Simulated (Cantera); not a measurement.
A freely propagating, adiabatic, planar premixed flame of CH3OH : O2 : N2 = 1 : 1.07 : 4.03 (molar parts), equivalence ratio 1.4, unburnt at 475 K and 1.90 bar; mixture-averaged transport, grid criteria slope 0.08 and curve 0.16, no radiation.

Computed with Cantera and GRI-Mech 3.0 (53 species, 325 reactions). GRI-Mech 3.0 was tuned for natural gas; its chemistry of methanol as a main component is partial and can be far from experiment. Burning velocities carry a grid error of a few per cent, more on coarse grids.

What does this change do: inlet temperature 475 to 625 K?


| quantity | before | after |
|---|---|---|
| laminar burning velocity | 91.0 cm/s | 152 cm/s |
| thermal thickness | 0.141 mm | 0.124 mm |
| peak x(CH4) | 0.000420 | 0.000438 |
| peak x(CH2) | 1.67e-5 | 2.17e-5 |
| peak x(HO2) | 0.00302 | 0.00345 |

What does this change do: inlet temperature 475 to 500 K?


| quantity | before | after |
|---|---|---|
| laminar burning velocity | 91.0 cm/s | 99.9 cm/s |
| thermal thickness | 0.141 mm | 0.137 mm |
| peak x(CH4) | 0.000420 | 0.000422 |
| peak x(CH2) | 1.67e-5 | 1.75e-5 |
| peak x(HO2) | 0.00302 | 0.00309 |
